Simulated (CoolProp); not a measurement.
cis-2-butene along the isotherm 525 K: fugacity coefficient from the reference equation and from simpler models built on Tc = 435.8 K, pc = 4236 kPa, ω = 0.202; each cubic takes its own stable root.

The numbers come from the reference Helmholtz-energy equation of state, Lemmon 2005 in CoolProp. It is a short technical equation, of lower accuracy than the large ones.

| p (kPa) | phase | reference |
|---|---|---|
| 2820 | gas | 0.8799 |
| 5650 | supercritical | 0.7695 |
| 8470 | supercritical | 0.6728 |
| 11300 | supercritical | 0.5954 |
| 14100 | supercritical | 0.5405 |
| 16900 | supercritical | 0.5023 |
| 19800 | supercritical | 0.4750 |
| 22600 | supercritical | 0.4567 |
| 25400 | supercritical | 0.4442 |
| 28200 | supercritical | 0.4359 |
| 31100 | supercritical | 0.4309 |
| 33900 | supercritical | 0.4288 |
| 36700 | supercritical | 0.4289 |
| 39500 | supercritical | 0.4308 |
| 42400 | supercritical | 0.4345 |

**Question.** How far does each simpler model (van der Waals, Redlich-Kwong, Soave-Redlich-Kwong, Peng-Robinson) lie from the reference over these 15 states: mean and median of the absolute difference, and the worst?

**Answer.** 
- van der Waals: mean 6.2 %, median 4.2 %, worst +17.9 % at 525 K and 42400 kPa
- Redlich-Kwong: mean 1.0 %, median 1.0 %, worst -2.1 % at 525 K and 11300 kPa
- Soave-Redlich-Kwong: mean 8.6 %, median 9.9 %, worst +13.7 % at 525 K and 42400 kPa
- Peng-Robinson: mean 1.3 %, median 1.3 %, worst -2.4 % at 525 K and 42400 kPa
